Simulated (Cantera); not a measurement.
Cantera run:

```python
import numpy as np
import cantera as ct

gas_names = """
    CL2 FeCL2 BCL3
""".split()
cond_names = """
    Ti(a) Ti(b) Ti(L) TiCL3(s) Fe(a) Fe(c) Fe(d) Fe(L) B(b) B(L)
""".split()


# ... load() reads the species with a 1 bar reference pressure and builds the phases ...
species = {s.name: s for s in load("nasa_gas.yaml", gas_names) + load("nasa_condensed.yaml", cond_names)}
# Each term lists the table entries of one substance; the one whose range holds T is used.
reactions = {
    '0.6667 Ti + Cl2(g) = 0.6667 TiCl3':
        [(-0.6666666666666666, ['Ti(a)', 'Ti(b)', 'Ti(L)']), (-1, ['CL2']), (0.6666666666666666, ['TiCL3(s)'])],
    'Fe + Cl2(g) = FeCl2(g)':
        [(-1, ['Fe(a)', 'Fe(c)', 'Fe(d)', 'Fe(L)']), (-1, ['CL2']), (1, ['FeCL2'])],
    '0.6667 B + Cl2(g) = 0.6667 BCl3(g)':
        [(-0.6666666666666666, ['B(b)', 'B(L)']), (-1, ['CL2']), (0.6666666666666666, ['BCL3'])],
}


def pick(names, T):
    return next(species[n] for n in names if species[n].thermo.min_temp <= T <= species[n].thermo.max_temp)


results = []
for label, terms in reactions.items():
    print(label)
    print("     T/K   dH/kJ  dS/(J/K)   dG/kJ   log10 K")
    for T in [300, 498, 548, 598, 648, 698, 748, 798, 848, 898]:
        used = [(nu, pick(names, T)) for nu, names in terms]
        dH = sum(nu * s.thermo.h(T) for nu, s in used) / 1e6
        dS = sum(nu * s.thermo.s(T) for nu, s in used) / 1e3
        dG = dH - T * dS / 1e3
        logK = -dG * 1e6 / (ct.gas_constant * T * np.log(10))
        results.append((label, T, dH, dS, dG, logK, [s.name for _, s in used]))
        print(f"{T:8g} {dH:8.1f} {dS:8.1f} {dG:8.1f} {logK:8.2f}")
```

Output:

```
0.6667 Ti + Cl2(g) = 0.6667 TiCl3
     T/K   dH/kJ  dS/(J/K)   dG/kJ   log10 K
     300   -481.1   -150.3   -436.1    75.92
     498   -478.6   -143.6   -407.0    42.69
     548   -477.9   -142.4   -399.9    38.11
     598   -477.3   -141.3   -392.8    34.31
     648   -476.7   -140.3   -385.7    31.09
     698   -476.0   -139.4   -378.7    28.34
     748   -475.4   -138.5   -371.8    25.96
     798   -474.8   -137.7   -364.9    23.88
     848   -474.2   -137.0   -358.0    22.05
     898   -473.6   -136.3   -351.2    20.43
Fe + Cl2(g) = FeCl2(g)
     T/K   dH/kJ  dS/(J/K)   dG/kJ   log10 K
     300   -141.0     48.9   -155.7    27.10
     498   -141.7     47.1   -165.2    17.33
     548   -142.0     46.5   -167.5    15.97
     598   -142.4     45.9   -169.8    14.84
     648   -142.8     45.3   -172.1    13.87
     698   -143.2     44.6   -174.4    13.05
     748   -143.7     43.9   -176.6    12.33
     798   -144.3     43.2   -178.8    11.70
     848   -145.0     42.4   -180.9    11.14
     898   -145.8     41.5   -183.0    10.64
0.6667 B + Cl2(g) = 0.6667 BCl3(g)
     T/K   dH/kJ  dS/(J/K)   dG/kJ   log10 K
     300   -268.6    -33.5   -258.6    45.02
     498   -268.7    -33.6   -251.9    26.42
     548   -268.7    -33.6   -250.3    23.85
     598   -268.7    -33.6   -248.6    21.71
     648   -268.7    -33.7   -246.9    19.90
     698   -268.7    -33.7   -245.2    18.35
     748   -268.7    -33.7   -243.5    17.01
     798   -268.8    -33.8   -241.8    15.83
     848   -268.8    -33.8   -240.2    14.79
     898   -268.8    -33.8   -238.5    13.87
```

Source: NASA polynomial tables (part measured, part estimated), evaluated in Cantera. Condensed species are held in their standard states even where they would react or evaporate.
